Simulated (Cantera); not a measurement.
A closed system holds: 1 mol Si3N4, 7.7 mol HCl, 0.66 mol N2, held at 952 °C and 10.0 mbar.

Method: chemical equilibrium by Gibbs-energy minimisation in Cantera with the NASA 1993 tables (ideal gas, pure condensed phases). Candidate condensed phases: NH4Cl, Si, Si3N4; 28 gas species. The tables' values for SiCl3 are old estimates; treat these amounts as uncertain. The numbers say what is thermodynamically allowed, not how fast it happens.

Question: What is the equilibrium state?

Answer: 
| Quantity | Result |
|---|---|
| x(HCl) | 0.486 |
| x(H2) | 0.233 |
| x(N2) | 0.162 |
| x(SiCl4) | 0.109 |
| x(SiCl3) | 0.00620 |
| x(SiCl2) | 0.00278 |
| x(SiHCl3) | 0.00163 |
| x(SiH2Cl2) | 3.26e-6 |
| x(Cl) | 2.70e-6 |
| n(Si3N4(s)) | 0.677 mol |
| gas amount | 8.084 mol |
| log10 activity of Si(s) (absent) | -2.95 |
